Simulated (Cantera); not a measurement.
What does this Cantera script print?

```python
import numpy as np
import cantera as ct

gas_names = """
    CL CL2 H HCL H2 Si SiCL SiCL2 SiCL3 SiCL4 SiH SiHCL3 SiH2 SiH2CL2 SiH3 SiH3CL SiH4 Si2 Si3
""".split()
cond_names = """
    Si(cr) Si(L)
""".split()


# ... load() reads the species with a 1 bar reference pressure and builds the phases ...
atoms = {
    'Si': {'Si': 1},
    'HCl': {'H': 1, 'CL': 1},
    'H2': {'H': 2},
}
top_T = {}  # K; cautious upper limits of use, not melting points


# ... equilibrate(T, P, feed) seeds the gas with the atoms and calls Mixture.equilibrate('TP', solver="vcs", rtol=1e-11, max_steps=5000) ...
results = []
feed = {'Si': 1, 'HCl': 2.1, 'H2': 1.9}  # mol
P = 2500000  # Pa
for T in [848, 898, 948, 998, 1048, 1098, 1148, 1198, 1248, 1298, 1348, 1398, 1448, 1498]:
    mix = equilibrate(T, P, feed)
    results.append((T, P, feed, dict(zip(mix.species_names, mix.species_moles))))

top = {s: max(r[3][s] / sum(r[3][g] for g in gas_names) for r in results) for s in gas_names}
cols = sorted((s for s in top if top[s] > 0.001), key=lambda s: -top[s])[:8]
seen = [c for c in cond_names if any(r[3].get(c, 0) > 1e-12 for r in results)]
print("log10 of partial pressures in bar; condensed amounts in mol")
print(f"{'T/K':>10s}" + "".join(f"{s[:9]:>10s}" for s in cols + seen))
for T, P, feed, n in results:
    ng = sum(n[g] for g in gas_names)
    print(f"{T:10.4g}" + "".join(f"{np.log10(max(n[s] / ng * P / 1e5, 1e-99)):10.3f}" for s in cols)
          + "".join(f"{n.get(c, 0):10.4g}" for c in seen))
```

Output:

```
log10 of partial pressures in bar; condensed amounts in mol
       T/K        H2    SiHCL3     SiCL4       HCL     SiCL2     SiCL3   SiH2CL2    Si(cr)
       848     1.308     0.397     0.271    -1.608    -4.451    -3.019    -0.534    0.3711
       898     1.308     0.391     0.274    -1.364    -3.905    -2.658    -0.517     0.372
       948     1.307     0.384     0.277    -1.147    -3.418    -2.335    -0.503    0.3732
       998     1.307     0.378     0.278    -0.952    -2.982    -2.046    -0.491    0.3749
      1048     1.306     0.371     0.279    -0.776    -2.588    -1.786    -0.481    0.3771
      1098     1.305     0.363     0.278    -0.618    -2.232    -1.551    -0.474    0.3797
      1148     1.303     0.354     0.275    -0.474    -1.910    -1.339    -0.469     0.383
      1198     1.302     0.344     0.269    -0.343    -1.616    -1.147    -0.466    0.3867
      1248     1.299     0.331     0.261    -0.224    -1.348    -0.973    -0.465    0.3908
      1298     1.297     0.316     0.248    -0.116    -1.104    -0.816    -0.468    0.3949
      1348     1.294     0.297     0.231    -0.018    -0.882    -0.676    -0.474    0.3989
      1398     1.290     0.274     0.208     0.071    -0.680    -0.551    -0.483    0.4022
      1448     1.286     0.246     0.179     0.150    -0.496    -0.441    -0.497    0.4043
      1498     1.281     0.212     0.141     0.222    -0.331    -0.347    -0.517    0.4048
```

Method: chemical equilibrium by Gibbs-energy minimisation in Cantera with the NASA 1993 tables (ideal gas, pure condensed phases). The tables' values for SiCl3 are old estimates; treat these amounts as uncertain. Gases not in the tables: Si2H6 and higher silanes.
